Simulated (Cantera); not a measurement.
A closed system holds: 1 mol SiHCl3, 14 mol N2, 0.0074 mol Cl2, held at 1273.15 K and 5400 Pa.

Method: chemical equilibrium by Gibbs-energy minimisation in Cantera with the NASA 1993 tables (ideal gas, pure condensed phases). Candidate condensed phases: NH4Cl, Si, Si3N4; 28 gas species. N2 is the only nitrogen source here; it is nearly inert below about 1500 K, so the nitride shown seldom forms there in practice. The tables' values for SiCl3 are old estimates; treat these amounts as uncertain. The numbers say what is thermodynamically allowed, not how fast it happens.

Base state: N2 0.902, HCl 0.0575, SiCl4 0.0336, H2 0.00414, SiCl3 0.00175, SiCl2 0.000600, SiHCl3 9.67e-5 (mole fractions); condensed: Si3N4(s).

Problem. What changes in the equilibrium state with this change: SiHCl3 replaced by Si3H8?

Solution. 
```tsv
species	before	after
N2	0.902	0.750
H2	0.00414	0.249
HCl	0.0575	0.000925
SiCl4	0.0336	<1e-9
SiCl2	0.000600	2.92e-9
SiCl3	0.00175	<1e-9
SiHCl3	9.67e-5	<1e-9
Si3N4(s), mol	0.151	1.00
```
The feed counts by its element totals alone.
